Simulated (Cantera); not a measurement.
What does this Cantera script print?

```python
import numpy as np
import cantera as ct

gas = ct.Solution("gri30.yaml")
gas.TPX = 1750, 101325, {'CH4': 1, 'O2': 2.63, 'N2': 9.89}
reactor = ct.IdealGasReactor(gas, energy="on", clone=False)
net = ct.ReactorNet([reactor])
net.rtol, net.atol = 1e-08, 1e-16
show = ['CH4', 'O2', 'HCO', 'H2O2', 'C2H', 'C2H2', 'CH3']
times = np.geomspace(3e-06, 2, 11)

steps = ct.SolutionArray(gas, extra=["t"])
rows = []
print(f"{'t/s':>10s}{'T/K':>9s}{'P/Pa':>11s}" + "".join(f"{s:>11s}" for s in show))
for t in times:
    while net.time < t:
        t_next = net.step()
        steps.append(gas.state, t=t_next)
    rows.append([np.interp(t, steps.t, y) for y in (steps.T, steps.P, *steps(*show).X.T)])
    print(f"{t:10.3e}{rows[-1][0]:9.1f}{rows[-1][1]:11.4g}" + "".join(f"{x:11.3e}" for x in rows[-1][2:]))
rate = np.gradient(steps.T, steps.t)
print("integrator steps:", len(steps.t))
if steps.T.max() > steps.T[0] + 200:
    print(f"time of steepest temperature rise: {steps.t[rate.argmax()]:.4e} s")
gas.TPX = 1750, 101325, {'CH4': 1, 'O2': 2.63, 'N2': 9.89}
gas.equilibrate("UV")
print(f"equilibrium (UV): T = {gas.T:.1f} K  " + "  ".join(f"{s} {gas[s].X[0]:.3e}" for s in show))
```

Result:

```
       t/s      T/K       P/Pa        CH4         O2        HCO       H2O2        C2H       C2H2        CH3
 3.000e-06   1749.9  1.013e+05  7.395e-02  1.945e-01  2.442e-11  2.578e-08  4.544e-20  1.181e-13  1.434e-05
 1.147e-05   1749.7  1.013e+05  7.389e-02  1.945e-01  5.941e-10  1.202e-07  4.731e-17  6.013e-11  6.566e-05
 4.384e-05   1749.6  1.013e+05  7.338e-02  1.943e-01  3.219e-08  4.135e-07  1.127e-13  3.050e-08  3.854e-04
 1.676e-04   2752.6  1.679e+05  4.136e-16  5.518e-02  5.307e-08  2.835e-07  7.503e-20  6.682e-19  6.527e-15
 6.407e-04   2884.0   1.74e+05  8.653e-16  4.902e-02  4.081e-08  4.745e-07  1.803e-19  1.601e-18  1.089e-14
 2.449e-03   2877.1  1.735e+05  8.908e-16  4.642e-02  4.017e-08  4.587e-07  1.731e-19  1.597e-18  1.093e-14
 9.364e-03   2877.1  1.735e+05  8.911e-16  4.639e-02  4.016e-08  4.585e-07  1.731e-19  1.597e-18  1.093e-14
 3.580e-02   2877.1  1.735e+05  8.911e-16  4.639e-02  4.016e-08  4.585e-07  1.731e-19  1.597e-18  1.093e-14
 1.369e-01   2877.1  1.735e+05  8.911e-16  4.639e-02  4.016e-08  4.585e-07  1.731e-19  1.597e-18  1.093e-14
 5.232e-01   2877.1  1.735e+05  8.911e-16  4.639e-02  4.016e-08  4.585e-07  1.731e-19  1.597e-18  1.093e-14
 2.000e+00   2877.1  1.735e+05  8.911e-16  4.639e-02  4.016e-08  4.585e-07  1.731e-19  1.597e-18  1.093e-14
integrator steps: 1779
time of steepest temperature rise: 1.4182e-04 s
equilibrium (UV): T = 2877.1 K  CH4 1.225e-15  O2 4.639e-02  HCO 4.016e-08  H2O2 4.585e-07  C2H 1.817e-19  C2H2 1.690e-18  CH3 1.502e-14
```

Computed with Cantera and GRI-Mech 3.0 (53 species, 325 reactions).
